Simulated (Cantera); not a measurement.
**N2O furnace oxynitridation**

An isothermal, constant-pressure homogeneous reactor starts with N2O : O2 = 1 : 0.091 (molar parts), at 1275 K and 24.8 Torr.

Cantera simulation using GRI-Mech 3.0 (53 species, 325 reactions); the numbers are that mechanism's predictions, not measurements. GRI-Mech 3.0 was tuned for natural gas; its chemistry of N2O as a main component is partial and can be far from experiment. Radical loss at walls, strong at low pressure, is not modelled. The mechanism lacks the step 2 NO + O2 → 2 NO2, which can matter for NO2 below about 1400 K. The temperature is held fixed by assumption; the heat of reaction is taken as removed at once.

| t (s) | x N2O | x O2 | x NO2 | x O | x NO |
|---|---|---|---|---|---|
| 0.000400 | 0.917 | 0.0834 | <1e-12 | 5.06e-6 | 2.51e-6 |
| 0.00139 | 0.916 | 0.0834 | 1.97e-11 | 5.46e-6 | 1.20e-5 |
| 0.00480 | 0.916 | 0.0835 | 2.78e-10 | 5.46e-6 | 4.52e-5 |
| 0.0167 | 0.915 | 0.0839 | 3.41e-9 | 5.46e-6 | 0.000160 |
| 0.0577 | 0.911 | 0.0850 | 3.77e-8 | 5.46e-6 | 0.000558 |
| 0.200 | 0.896 | 0.0889 | 3.34e-7 | 5.46e-6 | 0.00192 |
| 0.693 | 0.848 | 0.102 | 1.93e-6 | 5.46e-6 | 0.00641 |
| 2.40 | 0.706 | 0.140 | 7.35e-6 | 5.45e-6 | 0.0198 |
| 8.33 | 0.396 | 0.223 | 2.12e-5 | 5.38e-6 | 0.0488 |
| 28.9 | 0.0730 | 0.309 | 3.95e-5 | 4.84e-6 | 0.0784 |
| 100 | 0.00125 | 0.329 | 0.000120 | 7.97e-7 | 0.0834 |
x: mole fraction; the columns are a selection and need not sum to one.

Equilibrium at this temperature and pressure: N2O 4.36e-9, O2 0.371, NO2 1.16e-6, O 3.77e-7, NO 0.000400 (gas phase only).
